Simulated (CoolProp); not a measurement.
The fluid at 298.15 K and 0.682 MPa flows at 6.2 m/s in a round tube of 2 mm bore and 1.5 µm roughness, fully developed (64/Re and Nu = 3.66 if laminar; Colebrook and Gnielinski if turbulent). The same conditions are run with several fluids, on thermodynamics alone (safety and materials aside).

Values from CoolProp's reference Helmholtz-energy equation of state of each fluid (n-pentane: Thol 2019; R123: Younglove 1994; c-C4F8 (RC318): Platzer 1990; R141b: Lemmon 2006; n-nonane: Lemmon 2006). The equations of Platzer and Polt are older, rougher fits.

| fluid | Reynolds number | Darcy friction factor | pressure drop (Pa/m) | heat-transfer coefficient (W/(m² K)) | mass flow (kg/h) |
|---|---|---|---|---|---|
| n-pentane | 42500 | 0.0239 | 143000 | … | 43.6 |
| R123 | … | 0.0239 | 336000 | … | … |
| c-C4F8 (RC318) | 50800 | 0.0233 | … | 11200 | 105 |
| R141b | 37300 | 0.0244 | 290000 | 10900 | 86.6 |
| n-nonane | 13500 | 0.0299 | 205000 | … | 50.1 |

Problem. Complete the blanks.

Solution. 
- n-pentane, heat-transfer coefficient (W/(m² K)): 13200
- R123, Reynolds number: 43200
- R123, heat-transfer coefficient (W/(m² K)): 10800
- R123, mass flow (kg/h): 103
- c-C4F8 (RC318), pressure drop (Pa/m): 335000
- n-nonane, heat-transfer coefficient (W/(m² K)): 8120

Transport values come from each fluid's own correlations; those of n-pentane, c-C4F8 (RC318), R141b are estimates that may be off by 10 % or more.
